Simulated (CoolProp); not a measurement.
CF4 (R14) at 298.15 K and 2.58 MPa flows at 14 m/s in a round tube of 4.6 mm bore and 0.25 µm roughness, fully developed (64/Re and Nu = 3.66 if laminar; Colebrook and Gnielinski if turbulent). Each further row changes one setting.

Computed with CoolProp (reference Helmholtz-energy equation of state, Platzer 1990). This equation is an older, rougher fit.

```tsv
case	Reynolds number	Darcy friction factor	pressure drop (Pa/m)	heat-transfer coefficient (W/(m² K))	mass flow (kg/h)
as stated	345000	0.0147	31600	2110	84.7
velocity 28 m/s	690000	0.0133	115000	3820	169
diameter 9.2 mm	690000	0.0129	13900	1850	339
```

Viscosity comes from a separate model (Huber 2003), an estimate that may be off by 10 % or more. Thermal conductivity comes from a separate model (Huber 2003), an estimate that may be off by 10 % or more.
